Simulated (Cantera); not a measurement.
A perfectly stirred reactor is fed with CH4 : CO : O2 : N2 = 1 : 0.3 : 1.65 : 6.22 (molar parts), at 1.00 atm; it is adiabatic with a 750 K inlet, and is followed from long to short residence time, starting on the burning branch (τ in s: 0.047, 0.024, 0.012, 0.0063, 0.0032, 0.0016, 0.00084, 0.00043, 0.00022, 0.00011, 5.7e-05, 2.9e-05).

Computed with Cantera and GRI-Mech 3.0 (53 species, 325 reactions).

Task: Predict: blow-out, bracketed by the residence times tried; x(CH4) at τ = 47.0 ms; x(CO) at τ = 47.0 ms; x(O2) at τ = 47.0 ms; x(NO) at τ = 47.0 ms; x(C2H4) at τ = 47.0 ms; x(CH4) at τ = 0.840 ms; x(CO) at τ = 0.840 ms; x(O2) at τ = 0.840 ms; x(NO) at τ = 0.840 ms; x(C2H4) at τ = 0.840 ms.

Result: 
| Item | Value |
|---|---|
| blow-out, bracketed by the residence times tried | burning at 57.0 µs, out at 29.0 µs |
| x(CH4) at τ = 47.0 ms | 6.95e-6 |
| x(CO) at τ = 47.0 ms | 0.0725 |
| x(O2) at τ = 47.0 ms | 0.000526 |
| x(NO) at τ = 47.0 ms | 0.000663 |
| x(C2H4) at τ = 47.0 ms | 1.06e-9 |
| x(CH4) at τ = 0.840 ms | 0.000106 |
| x(CO) at τ = 0.840 ms | 0.0746 |
| x(O2) at τ = 0.840 ms | 0.00370 |
| x(NO) at τ = 0.840 ms | 0.000422 |
| x(C2H4) at τ = 0.840 ms | 1.17e-7 |
